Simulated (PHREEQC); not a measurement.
Model water analysis in mmol/kgw, 25 °C, pH 3.58, pe 8.4: Na 17.7; K 0.00971; Ca 1.3; Mg 8.18; Cl 9.66; S(6) 15.3; Br 0.0184; Zn 0.0123; Fe(3) 0.794.

Valence states are taken as typed.

Model: ion-association model, phreeqc.dat, run in PHREEQC.

Each row changes one thing in this solution. No solid was allowed to form.

```
case                                               ionic strength (mol/kgw)  SO4-2 (mol/kgw)  Mg+2 (mol/kgw)  MgSO4 (mol/kgw)  Ca+2 (mol/kgw)  NaSO4- (mol/kgw)  SI of Gypsum (CaSO4:2H2O)  SI of Jarosite-K (KFe3(SO4)2(OH)6)
-------------------------------------------------  ------------------------  ---------------  --------------  ---------------  --------------  ----------------  -------------------------  ----------------------------------
as made                                                              0.0490           0.0109         0.00520          0.00298        0.000912          0.000438                      -1.08                               +4.96
Mg from 8.18 to 4.09 mmol/kgw                                        0.0458           0.0121         0.00246          0.00163        0.000872          0.000494                      -1.03                               +5.01
all concentrations times 2 at the same typed pH                      0.0923           0.0202         0.00944          0.00696         0.00169           0.00132                      -0.70                               +6.03
temperature from 25 to 40 °C at the same typed pH                    0.0467           0.0104         0.00460          0.00358        0.000899          0.000453                      -1.09                               +4.99
```

Some of these states are supersaturated (in Jarosite-K, Fe(OH)3(a), Hematite (slow to form), for instance). Constants without temperature data keep their 25 °C values here.
